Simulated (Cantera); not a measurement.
Low-pressure radical oxidation in H2/O2

A perfectly stirred reactor is fed with 3.10 % H₂, 96.9 % O₂, equivalence ratio 0.016, at 0.0133 bar; it is held at 1175 K, and followed from long to short residence time.

Computed with Cantera and GRI-Mech 3.0 (53 species, 325 reactions). Radical loss at walls, strong at low pressure, is not modelled.

| τ (s) | x H₂ | x O₂ | x OH | x H₂O | x H₂O₂ | x O | x H |
|---|---|---|---|---|---|---|---|
| 2.7 | 6.87e-5 | 0.967 | 0.000562 | 0.0311 | 4.13e-8 | 0.00147 | 6.29e-5 |
| 1.2 | 0.000110 | 0.966 | 0.000730 | 0.0309 | 4.77e-8 | 0.00244 | 0.000136 |
| 0.51 | 0.000181 | 0.964 | 0.000957 | 0.0306 | 5.42e-8 | 0.00406 | 0.000298 |
| 0.22 | 0.000292 | 0.961 | 0.00123 | 0.0302 | 6.03e-8 | 0.00644 | 0.000610 |
| 0.099 | 0.000462 | 0.958 | 0.00154 | 0.0295 | 6.63e-8 | 0.00941 | 0.00112 |
| 0.043 | 0.000756 | 0.954 | 0.00191 | 0.0286 | 7.43e-8 | 0.0128 | 0.00190 |
| 0.019 | 0.00127 | 0.951 | 0.00232 | 0.0273 | 8.70e-8 | 0.0155 | 0.00283 |
| 0.0083 | 0.00225 | 0.949 | 0.00280 | 0.0256 | 1.09e-7 | 0.0167 | 0.00375 |
| 0.0037 | 0.00410 | 0.949 | 0.00333 | 0.0231 | 1.41e-7 | 0.0160 | 0.00441 |
| 0.0016 | 0.00778 | 0.951 | 0.00376 | 0.0191 | 1.78e-7 | 0.0135 | 0.00448 |
x: mole fraction; the columns are a selection and need not sum to one.
